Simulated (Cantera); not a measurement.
Feed: 1 mol NaI, 0.19 mol H₂, held at 1273 K and 76.0 Pa.

Method: chemical equilibrium by Gibbs-energy minimisation in Cantera with the NASA 1993 tables (ideal gas, pure condensed phases). Candidate condensed phases: I₂, Na, NaI; 9 gas species. Gases not in the tables: NaBr and NaI dimers. The numbers say what is thermodynamically allowed, not how fast it happens.

Base state: NaI 0.833, H₂ 0.159, Na 0.00428, I 0.00382, HI 0.000466, H 1.03e-5 (mole fractions); condensed: gas only.

Problem. What changes in the equilibrium state with this change: temperature from 1273 K to 2048 K?

Solution. 
```tsv
species	before	after
Na	0.00428	0.384
I	0.00382	0.383
NaI	0.833	0.124
H	1.03e-5	0.0235
H₂	0.159	0.0840
NaH	1.96e-7	2.32e-5
HI	0.000466	0.00163
```
